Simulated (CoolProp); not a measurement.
Vapour-liquid equilibrium of benzene (1) + n-octane (2) at 5.08 bar; x and y are mole fractions of (1).

Values from CoolProp's multi-fluid Helmholtz-energy mixture model, Thol 2012 and Beckmüller 2019; pair parameters Bell 2016.

### Question
Give the bubble temperature and the first vapour's composition at x = 0.05, 0.65, 0.875. Is there an azeotrope?

### Answer
x = 0.05: 464.5 K, y = 0.112; x = 0.65: 428.0 K, y = 0.823; x = 0.875: 420.3 K, y = 0.941. No azeotrope shows between x = 0.05 and 0.95.

The pair parameters rest on a limited set of measurements; away from them the model extrapolates.
